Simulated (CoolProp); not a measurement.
Computed with CoolProp (reference Helmholtz-energy equation of state, Thol 2016).

Q: For hexamethyldisiloxane (MM), give the phase and the density (kg/m³), expansivity (1/kK), fugacity coefficient at 331.1 K and 0.0542 MPa.

A: 
- 331.1 K and 0.0542 MPa: liquid; density 724, expansivity 1.53, fugacity coefficient 0.437
